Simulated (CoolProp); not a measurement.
The fluid at 357.21 K and 0.00841 MPa is compressed adiabatically to 0.0673 MPa with isentropic efficiency 0.85. The same conditions are run with several fluids, on thermodynamics alone (safety and materials aside).

Computed with CoolProp (reference Helmholtz-energy equation of state of each fluid (p-xylene: Zhou 2012; sulfur hexafluoride: Guder 2009; cyclopropane: Polt 1992; R124: de Vries 1995)). The equations of Platzer and Polt are older, rougher fits.

### Question
Rank p-xylene, sulfur hexafluoride, cyclopropane, R124 by work (kJ/kg), highest first.

### Answer
cyclopropane (194), p-xylene (71.3), R124 (57.4), sulfur hexafluoride (53.7)

```
fluid                final temperature (K)  final density (kg/m³)
-------------------  ---------------------  ---------------------
p-xylene                             406.6                   2.18
sulfur hexafluoride                  425.6                   2.78
cyclopropane                         461.7                  0.740
R124                                 425.1                   2.61
```
